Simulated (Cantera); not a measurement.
Feed: 1 mol SiHCl3, 0.87 mol C2H2, 4.8 mol H2, equilibrated at 1125 K and 0.740 bar.

Cantera's Mixture.equilibrate('TP', solver="vcs", rtol=1e-11, max_steps=5000) on the NASA tables stopped like this:

```
ERROR: FAILURE its = 5001!

*******************************************************************************
CanteraError thrown by MultiPhase::equilibrate:
VCS solver failed. Return code: -1
*******************************************************************************
```

Q: What got this run through?

A: This is not unique; one that fits is The failure is numerical, not chemical. The same input converged with solver="gibbs", rtol=1e-10, max_steps=50000, and the result passed a check of the equilibrium conditions:
```
       temperature   1125 K
          pressure   74000 Pa
           density   0.14972 kg/m^3
  mean mol. weight   18.925 kg/kmol
   phase of matter   gas

                          1 kg             1 kmol
                     ---------------   ---------------
          enthalpy       -1.6511e+06       -3.1247e+07  J
   internal energy       -2.1453e+06         -4.06e+07  J
           entropy             11029        2.0873e+05  J/K
    Gibbs function       -1.4059e+07       -2.6607e+08  J
 heat capacity c_p              1950             36904  J/K
 heat capacity c_v            1510.7             28590  J/K

                      mass frac. Y      mole frac. X     chem. pot. / RT
                     ---------------   ---------------   ---------------
               CH4          0.010731          0.012658           -38.435
               HCL           0.28187           0.14632           -36.676
                H2          0.082023           0.76999           -18.369
             SiCL2        0.00031881        6.0954e-05           -65.771
             SiCL3         0.0040135        0.00056501           -93.263
             SiCL4           0.57853          0.064449           -120.75
            SiHCL3          0.042161         0.0058912           -102.45
           SiH2CL2        0.00035266         6.608e-05            -84.14
     [ +101 minor]         1.994e-06         9.797e-07

C(gr)             1.15327e+00 mol
Si(cr)            0.00000e+00 mol
SiC(b)            4.97100e-01 mol
```

The gas is ideal and each condensed phase is pure. The tables' values for SiCl3 are old estimates; treat these amounts as uncertain.
